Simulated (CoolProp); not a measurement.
Model: reference Helmholtz-energy equation of state, Wu 2012, in CoolProp.

Q: For fluoroethane (R161), give the phase and the Joule-Thomson coefficient (K/MPa) at 450 K and 333 kPa; 450 K and 1670 kPa.

A: 
- 450 K and 333 kPa: gas; Joule-Thomson coefficient 6.00
- 450 K and 1670 kPa: gas; Joule-Thomson coefficient 6.16
